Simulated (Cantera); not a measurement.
An isothermal, constant-pressure homogeneous reactor starts with NO : N2 = 1 : 8.6 (molar parts), at 1448 K and 0.870 bar. Integrator tolerance rtol = 1e-08.

Computed with Cantera and GRI-Mech 3.0 (53 species, 325 reactions).

Task: What does this change do: temperature 1448 to 2025 K?

Result: 
```tsv
quantity	before	after
x(NO) at 4.00 s	0.104 (gas-phase equilibrium 0.000515)	0.0157 (gas-phase equilibrium 0.00439)
x(O2) at 4.00 s	0.000155 (gas-phase equilibrium 0.0518)	0.0441 (gas-phase equilibrium 0.0498)
x(N2) at 4.00 s	0.896 (gas-phase equilibrium 0.948)	0.940 (gas-phase equilibrium 0.946)
x(N2O) at 4.00 s	3.46e-6 (gas-phase equilibrium 3.28e-8)	3.41e-7 (gas-phase equilibrium 2.52e-7)
x(O) at 4.00 s	5.47e-8 (gas-phase equilibrium 4.79e-7)	0.000184 (gas-phase equilibrium 0.000195)
x(NO2) at 4.00 s	3.32e-5 (gas-phase equilibrium 1.50e-6)	1.11e-5 (gas-phase equilibrium 3.29e-6)
```
